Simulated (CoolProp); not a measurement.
Vapour-liquid equilibrium of ethylene (1) + 1-butene (2) at 0.239 MPa; x and y are mole fractions of (1).

Model: multi-fluid Helmholtz-energy mixture model, Smukala 2000 and Lemmon 2005; pair parameters Bell 2016, in CoolProp.

Q: Give the bubble temperature and the first vapour's composition at x = 0.05, 0.65, 0.8. Is there an azeotrope?

A: x = 0.05: 267.0 K, y = 0.577; x = 0.65: 194.9 K, y = 0.997; x = 0.8: 190.3 K, y = 0.999. No azeotrope shows between x = 0.05 and 0.95.

Pair parameters are fitted to limited data, so mixtures are less certain than the pure fluids.
